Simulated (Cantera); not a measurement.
## Reactions in the system F-O

Cantera with NASA thermochemical tables; ideal gases at 1 bar, condensed phases pure. Values are per mole of reaction as written; species without (g) are pure solids or liquids, kept so even where they would boil at 1 bar.

O2(g) → 2 O(g)

```json
[
 {"T (K)": "1023", "ΔH° (kJ)": "505.5", "ΔS° (J/K)": "130.1", "ΔG° (kJ)": "372.4", "log10 K": "-19.01"},
 {"T (K)": "1123", "ΔH° (kJ)": "506.2", "ΔS° (J/K)": "130.8", "ΔG° (kJ)": "359.3", "log10 K": "-16.71"},
 {"T (K)": "1223", "ΔH° (kJ)": "506.8", "ΔS° (J/K)": "131.3", "ΔG° (kJ)": "346.2", "log10 K": "-14.79"},
 {"T (K)": "1323", "ΔH° (kJ)": "507.4", "ΔS° (J/K)": "131.8", "ΔG° (kJ)": "333.1", "log10 K": "-13.15"},
 {"T (K)": "1423", "ΔH° (kJ)": "508.0", "ΔS° (J/K)": "132.2", "ΔG° (kJ)": "319.9", "log10 K": "-11.74"},
 {"T (K)": "1523", "ΔH° (kJ)": "508.5", "ΔS° (J/K)": "132.5", "ΔG° (kJ)": "306.6", "log10 K": "-10.52"},
 {"T (K)": "1623", "ΔH° (kJ)": "509.0", "ΔS° (J/K)": "132.9", "ΔG° (kJ)": "293.4", "log10 K": "-9.44"}
]
```

O3(g) → 3 O(g)

```
T (K)  ΔH° (kJ)  ΔS° (J/K)  ΔG° (kJ)  log10 K
-----  --------  ---------  --------  -------
1023      615.3      262.9     346.3   -17.68
1123      616.0      263.6     320.0   -14.88
1223      616.7      264.1     293.6   -12.54
1323      617.3      264.7     267.2   -10.55
1423      617.9      265.1     240.7    -8.84
1523      618.3      265.3     214.2    -7.35
1623      618.6      265.5     187.6    -6.04
```

2 F(g) → F2(g)

```
T (K)  ΔH° (kJ)  ΔS° (J/K)  ΔG° (kJ)  log10 K
-----  --------  ---------  --------  -------
1023     -164.9     -126.3     -35.7     1.82
1123     -165.4     -126.8     -23.0     1.07
1223     -165.9     -127.2     -10.3     0.44
1323     -166.3     -127.5       2.4    -0.09
1423     -166.7     -127.8      15.2    -0.56
1523     -167.1     -128.1      28.0    -0.96
1623     -167.5     -128.3      40.8    -1.31
```
